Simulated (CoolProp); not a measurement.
Properties of CH2F2 (R32) at several states.

Model: reference Helmholtz-energy equation of state, Tillner-Roth 1997, in CoolProp.

| T (K) | p (bar) | phase | Z | cv (kJ/(kg K)) | viscosity (µPa s) |
|---|---|---|---|---|---|
| 424.5 | 6.53 | gas | 0.9779 | (withheld) | 18.8 |
| 323.9 | 0.318 | gas | 0.9971 | (withheld) | 14.5 |
| 399 | 97.1 | supercritical | (withheld) | 1.079 | 25.8 |
| 287.5 | 219 | liquid | (withheld) | 0.9463 | (withheld) |

### Question
Some entries are withheld; supply them.

### Answer

- 424.5, cv (kJ/(kg K)): 0.8774
- 323.9, cv (kJ/(kg K)): 0.7069
- 399, Z: 0.5183
- 287.5, Z: 0.4419
- 287.5, viscosity (µPa s): 167

Viscosity comes from a separate model (Bell 2016), an estimate that may be off by 10 % or more.
